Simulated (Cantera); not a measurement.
Charge: 1 mol MgF2, 210 mol H2, at 1973 K and 0.133 bar.

Method: chemical equilibrium by Gibbs-energy minimisation in Cantera with the NASA 1993 tables (ideal gas, pure condensed phases). Candidate condensed phases: Mg, MgF2; 17 gas species. The tables' values for MgH are old estimates; treat these amounts as uncertain. Equilibrium is a limit: real reactors are often held back by kinetics, nucleation or transport.

Base state: H2 0.983, HF 0.00909, Mg 0.00443, H 0.00366, MgF 0.000173, MgF2 7.81e-5, MgH 2.45e-5 (mole fractions); condensed: gas only.

Q: What changes in the equilibrium state with this change: temperature from 1973 K to 1500 K?

A: 
```tsv
species	before	after
H2	0.983	0.996
HF	0.00909	0.00203
Mg	0.00443	0.000975
H	0.00366	4.81e-5
MgH	2.45e-5	3.67e-6
MgF2	7.81e-5	0.000414
MgF	0.000173	7.04e-5
MgF2(s), mol	0	0.692
```
